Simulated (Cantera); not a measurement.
Cantera run:

```python
import numpy as np
import cantera as ct

gas_names = """
    CL CL2 H HCL H2 N NH NH2 NH3 N2 N2H2 N2H4 Si SiCL SiCL2 SiCL3 SiCL4 SiH SiHCL3 SiH2 SiH2CL2 SiH3
    SiH3CL SiH4 SiN Si2 Si2N Si3
""".split()
cond_names = """
    NH4CL(a) NH4CL(b) Si(cr) Si(L) Si3N4(a)
""".split()


# ... load() reads the species with a 1 bar reference pressure and builds the phases ...
atoms = {
    'SiCl4': {'Si': 1, 'CL': 4},
    'NH3': {'N': 1, 'H': 3},
}
top_T = {'Si3N4(a)': 2400}  # K; cautious upper limits of use, not melting points


# ... equilibrate(T, P, feed) seeds the gas with the atoms and calls Mixture.equilibrate('TP', solver="vcs", rtol=1e-11, max_steps=5000) ...
results = []
T = 1300  # K
P = 140  # Pa
for m in [2.3, 3.2, 4.6, 6.4, 9, 13, 18]:
    feed = {'SiCl4': 1, 'NH3': m}  # mol
    mix = equilibrate(T, P, feed)
    results.append((T, P, feed, dict(zip(mix.species_names, mix.species_moles))))

top = {s: max(r[3][s] / sum(r[3][g] for g in gas_names) for r in results) for s in gas_names}
cols = sorted((s for s in top if top[s] > 0.0001), key=lambda s: -top[s])[:5]
seen = [c for c in cond_names if any(r[3].get(c, 0) > 1e-12 for r in results)]
print("log10 of partial pressures in bar; condensed amounts in mol")
print(f"{'n(NH3)':>10s}" + "".join(f"{s[:9]:>10s}" for s in cols + seen))
for T, P, feed, n in results:
    ng = sum(n[g] for g in gas_names)
    print(f"{feed['NH3']:10.4g}" + "".join(f"{np.log10(max(n[s] / ng * P / 1e5, 1e-99)):10.3f}" for s in cols)
          + "".join(f"{n.get(c, 0):10.4g}" for c in seen))
```

Result:

```
log10 of partial pressures in bar; condensed amounts in mol
    n(NH3)        H2       HCL        N2     SiCL2     SiCL4  Si3N4(a)
       2.3    -3.325    -3.185    -3.753    -4.318    -4.499    0.1942
       3.2    -3.246    -3.235    -3.698    -4.536    -4.897    0.2398
       4.6    -3.171    -3.324    -3.638    -4.828    -5.441    0.2784
       6.4    -3.118    -3.429    -3.591    -5.123    -5.999    0.3004
         9    -3.078    -3.554    -3.553    -5.437    -6.603    0.3133
        13    -3.047    -3.697    -3.523    -5.775    -7.259    0.3212
        18    -3.028    -3.830    -3.504    -6.071    -7.839    0.3252
```

Method: chemical equilibrium by Gibbs-energy minimisation in Cantera with the NASA 1993 tables (ideal gas, pure condensed phases). The tables' values for SiCl3 are old estimates; treat these amounts as uncertain.
